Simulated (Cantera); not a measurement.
## Reactions in the system H-N-Zr

Cantera with NASA thermochemical tables; ideal gases at 1 bar, condensed phases pure. Values are per mole of reaction as written; species without (g) are pure solids or liquids, kept so even where they would boil at 1 bar. ZrN: taken at fixed stoichiometry.

2 NH3(g) + 2 Zr = 3 H2(g) + 2 ZrN

```tsv
T (K)	ΔH° (kJ)	ΔS° (J/K)	ΔG° (kJ)	log10 K	condensed phases
1525	-609.6	56.5	-695.9	23.83	Zr(β), ZrN(s)
1675	-607.1	58.2	-704.5	21.97	Zr(β), ZrN(s)
1825	-604.9	59.4	-713.3	20.42	Zr(β), ZrN(s)
1975	-603.0	60.4	-722.3	19.10	Zr(β), ZrN(s)
2125	-601.7	61.1	-731.4	17.98	Zr(β), ZrN(s)
2275	-644.0	41.1	-737.6	16.93	Zr(l), ZrN(s)
2425	-644.4	41.0	-743.7	16.02	Zr(l), ZrN(s)
2575	-644.5	40.9	-749.9	15.21	Zr(l), ZrN(s)
2725	-644.5	40.9	-756.0	14.49	Zr(l), ZrN(s)
```
